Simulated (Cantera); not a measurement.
A Cantera script and what it prints.

```python
import numpy as np
import cantera as ct

gas_names = [...]  # 123 gases of nasa_gas.yaml made of C, H, O, Si
cond_names = """
    C(gr) C6H6(L) C7H8(L) C8H18(L),n-octa H2O(s) H2O(L) Si(cr) Si(L) SiC(b) SiO2(Lqz) SiO2(hqz) SiO2(L)
""".split()


# ... load() reads the species with a 1 bar reference pressure and builds the phases ...
atoms = {
    'Si': {'Si': 1},
    'H2O': {'H': 2, 'O': 1},
    'CO': {'C': 1, 'O': 1},
}
top_T = {'C(gr)': 4500, 'SiC(b)': 3050}  # K; cautious upper limits of use, not melting points


# ... equilibrate(T, P, feed) seeds the gas with the atoms and calls Mixture.equilibrate('TP', solver="vcs", rtol=1e-11, max_steps=5000) ...
results = []
feed = {'Si': 1, 'H2O': 6.8, 'CO': 1.3}  # mol
P = 630  # Pa
for T in [1100, 1200, 1300, 1400, 1500, 1600, 1700, 1800]:
    mix = equilibrate(T, P, feed)
    results.append((T, P, feed, dict(zip(mix.species_names, mix.species_moles))))
    x = sorted(zip(gas.X, gas.species_names), reverse=True)
    print(f"T = {T:g} K  P = {P:g} Pa  gas = {mix.phase_moles(0):.4g} mol")
    print("   x: " + "  ".join(f"{s} {v:.3e}" for v, s in x if v > 1e-06))
    print("   condensed (mol): " + ("  ".join(f"{mix.phase(i).name} {mix.phase_moles(i):.4g}"
          for i in range(1, mix.n_phases) if mix.phase_moles(i) > 1e-12) or "none"))
```

It prints:

```
T = 1100 K  P = 630 Pa  gas = 8.1 mol
   x: H2O 4.979e-01  H2 3.416e-01  CO2 9.467e-02  CO 6.582e-02
   condensed (mol): SiO2(hqz) 1
T = 1200 K  P = 630 Pa  gas = 8.1 mol
   x: H2O 5.080e-01  H2 3.316e-01  CO2 8.464e-02  CO 7.586e-02  H 1.432e-06
   condensed (mol): SiO2(hqz) 1
T = 1300 K  P = 630 Pa  gas = 8.1 mol
   x: H2O 5.163e-01  H2 3.232e-01  CO 8.419e-02  CO2 7.630e-02  H 7.924e-06
   condensed (mol): SiO2(hqz) 1
T = 1400 K  P = 630 Pa  gas = 8.1 mol
   x: H2O 5.232e-01  H2 3.163e-01  CO 9.109e-02  CO2 6.940e-02  H 3.446e-05  OH 1.133e-06
   condensed (mol): SiO2(hqz) 1
T = 1500 K  P = 630 Pa  gas = 8.101 mol
   x: H2O 5.289e-01  H2 3.105e-01  CO 9.679e-02  CO2 6.370e-02  H 1.236e-04  OH 6.010e-06
   condensed (mol): SiO2(hqz) 1
T = 1600 K  P = 630 Pa  gas = 8.102 mol
   x: H2O 5.335e-01  H2 3.056e-01  CO 1.015e-01  CO2 5.896e-02  H 3.787e-04  OH 2.588e-05  SiO 2.333e-06
   condensed (mol): SiO2(hqz) 1
T = 1700 K  P = 630 Pa  gas = 8.105 mol
   x: H2O 5.372e-01  H2 3.013e-01  CO 1.054e-01  CO2 5.499e-02  H 1.019e-03  OH 9.388e-05  SiO 2.459e-05
   condensed (mol): SiO2(L) 0.9998
T = 1800 K  P = 630 Pa  gas = 8.113 mol
   x: H2O 5.399e-01  H2 2.969e-01  CO 1.086e-01  CO2 5.167e-02  H 2.458e-03  OH 2.951e-04  SiO 1.915e-04  O 1.892e-06  O2 1.522e-06
   condensed (mol): SiO2(L) 0.9984
```

These are equilibrium values from Cantera (NASA tables, ideal gas, pure condensed phases), not measurements of a reactor. The tables hold silica as quartz up to 1696 K and as liquid above; real silica turns to tridymite and cristobalite and melts near 1996 K.
